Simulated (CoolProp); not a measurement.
Vapour-liquid equilibrium of R143a (1) + R134a (2) at 7.78 bar; x and y are mole fractions of (1).

The numbers come from the multi-fluid Helmholtz-energy mixture model, Lemmon and Jacobsen 2000 and Tillner-Roth 1994; pair parameters Lemmon 2004 in CoolProp.

Problem. Give the bubble temperature and the first vapour's composition at x = 0.2, 0.35, 0.65. Is there an azeotrope?

Solution. x = 0.2: 298.1 K, y = 0.294; x = 0.35: 294.4 K, y = 0.476; x = 0.65: 287.6 K, y = 0.762. No azeotrope shows between x = 0.05 and 0.95.

The pair parameters rest on a limited set of measurements; away from them the model extrapolates.
